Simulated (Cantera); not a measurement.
An isothermal, constant-pressure homogeneous reactor starts with N2O : H2O = 1 : 0.02 (molar parts), at 1575 K and 10.00 Torr.

Detailed kinetics in Cantera: GRI-Mech 3.0 (53 species, 325 reactions). GRI-Mech 3.0 was tuned for natural gas; its chemistry of N2O as a main component is partial and can be far from experiment. Radical loss at walls, strong at low pressure, is not modelled. The temperature is held fixed by assumption; the heat of reaction is taken as removed at once.

One state of this run: x N2O = 0.0146; x H2O = 0.0131; x H2 = 2.54e-6; x H = 1.33e-6; x HO2 = 6.80e-8; x N2 = 0.569. x: mole fraction; the columns are a selection and need not sum to one.

Which value of t (s) does it belong to?
A. 0.0968
B. 2.00
C. 0.0129
D. 1.10e-5

B, 2.00
